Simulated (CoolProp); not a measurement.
A closed Brayton cycle with dry air: compressor inlet 327.15 K and 2.4 MPa, high pressure 6.2 MPa, turbine inlet 675 K, compressor efficiency 0.85, turbine efficiency 0.9, recuperator effectiveness 0.9 (on enthalpy, no pinch check). Each further row changes one setting.

Model: reference Helmholtz-energy equation of state, Lemmon 2000, in CoolProp. It is a pseudo-pure fit of the blend.

```tsv
case	thermal efficiency (%)	net work (kJ/kg)	compressor to turbine work	compressor exit (K)	turbine exit (K)
as stated	16.6	26.5	0.82	447.2	535.8
turbine inlet 625 K	10.6	15.3	0.89	447.2	494.9
compressor inlet 337.15 K	14.3	22.7	0.85	460.6	535.8
high pressure 5.27 MPa	19.2	27.1	0.78	424.4	557.5
recuperator effectiveness 0.5	13.5	26.5	0.82	447.2	535.8
```
